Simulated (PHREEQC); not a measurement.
PHREEQC input (Pitzer model, pitzer.dat):

```
SOLUTION 1
  temp 15
  units mol/kgw
  pH 7 charge
  Cl 0.013
  Na 0.081
  S(6) 0.0011
  Ca 0.0011
  Br 0.068
END
USE solution 1
INCREMENTAL_REACTIONS false
REACTION 1
  H2O -1
  0 9.886 18.011 24.689 30.178 34.689 38.397 41.444
  43.949 46.007 47.699 49.089 50.232 51.172 51.944 52.578
  53.1 53.528 53.88 54.17 54.408 moles
EQUILIBRIUM_PHASES 1
  Glauberite 0 0
  Gypsum 0 0
  Anhydrite 0 0
  Halite 0 0
  Mirabilite 0 0
  Portlandite 0 0
  Thenardite 0 0
SELECTED_OUTPUT 1
  -reset false
  -pH true
  -pe true
  -ionic_strength true
  -water true
  -activities H2O
  -totals Br Ca Cl Na S
  -molalities H+ Na+ Ca+2 Cl- SO4-2 Br- OH- HSO4-
  -equilibrium_phases Glauberite Gypsum Anhydrite Halite Mirabilite Portlandite Thenardite
PRINT
  -reset false
END
```

Selected output (columns that matter, 20 of 21 rows; water left (kg) added in front):

```
water left (kg)	pH	mu	Br	Ca	Cl	Na	S	m_H+	m_Na+	m_Ca+2	m_Cl-	m_SO4-2	la_H2O	Gypsum
1	7.1627	0.0854	0.068	0.0011	0.013	0.081	0.0011	8.3342e-08	0.081	0.0011	0.013	0.0011	-0.0011994	0
0.821894	7.1606	0.10391	0.082736	0.0013384	0.015817	0.098553	0.0013384	8.4367e-08	0.098553	0.0013384	0.015817	0.0013384	-0.0014548	0
0.675514	7.1579	0.12642	0.10066	0.0016284	0.019245	0.11991	0.0016284	8.5389e-08	0.11991	0.0016284	0.019245	0.0016284	-0.0017649	0
0.555203	7.1546	0.15382	0.12248	0.0019813	0.023415	0.14589	0.0019813	8.639e-08	0.14589	0.0019813	0.023415	0.0019813	-0.0021418	0
0.456313	7.1507	0.18715	0.14902	0.0024106	0.028489	0.17751	0.0024106	8.7351e-08	0.17751	0.0024106	0.028489	0.0024106	-0.0026004	0
0.375043	7.1459	0.22771	0.18131	0.002933	0.034663	0.21598	0.002933	8.8243e-08	0.21598	0.002933	0.034663	0.002933	-0.0031587	0
0.30824	7.14	0.27706	0.22061	0.0035687	0.042175	0.26278	0.0035687	8.9038e-08	0.26278	0.0035687	0.042175	0.0035686	-0.0038395	0
0.253345	7.133	0.33709	0.26841	0.0043419	0.051313	0.31972	0.0043419	8.9697e-08	0.31972	0.0043419	0.051313	0.0043419	-0.0046706	0
0.208215	7.1244	0.41015	0.32659	0.005283	0.062436	0.38902	0.005283	9.0175e-08	0.38902	0.005283	0.062436	0.005283	-0.0056873	0
0.171138	7.1142	0.49901	0.39734	0.0064276	0.075962	0.4733	0.0064276	9.0419e-08	0.4733	0.0064276	0.075962	0.0064276	-0.0069327	0
0.115613	7.0869	0.73867	0.58817	0.0095145	0.11244	0.70062	0.0095145	8.9938e-08	0.70062	0.0095145	0.11244	0.0095145	-0.010349	0
0.0950203	7.0688	0.89876	0.71564	0.011576	0.13681	0.85245	0.011576	8.9048e-08	0.85245	0.011576	0.13681	0.011576	-0.012683	0
0.0780852	7.047	1.0937	0.87084	0.014087	0.16648	1.0373	0.014087	8.7593e-08	1.0373	0.014087	0.16648	0.014087	-0.015588	0
0.0641769	7.0207	1.3307	1.0596	0.01714	0.20257	1.2621	0.01714	8.5458e-08	1.2621	0.01714	0.20257	0.01714	-0.01922	0
0.0527548	6.9887	1.6188	1.289	0.020851	0.24642	1.5354	0.020851	8.2522e-08	1.5354	0.020851	0.24642	0.020851	-0.023796	0
0.0433504	6.9499	1.97	1.5686	0.025375	0.29988	1.8685	0.025375	7.865e-08	1.8685	0.025375	0.29988	0.025375	-0.029628	0
0.0356396	6.9027	2.3962	1.908	0.030865	0.36476	2.2728	0.030865	7.3747e-08	2.2728	0.030865	0.36476	0.030865	-0.037113	0
0.0292979	6.8452	2.9149	2.321	0.037545	0.44372	2.7647	0.037545	6.7723e-08	2.7647	0.037545	0.44372	0.037545	-0.046867	0
0.0240733	6.775	3.5475	2.8247	0.045694	0.54002	3.3647	0.045694	6.0539e-08	3.3647	0.045694	0.54002	0.045694	-0.059792	0
0.0197772	6.6834	4.2717	3.4383	0.044017	0.65732	4.0956	0.044017	5.3115e-08	4.0956	0.044017	0.65732	0.044017	-0.076856	0.00022946
```
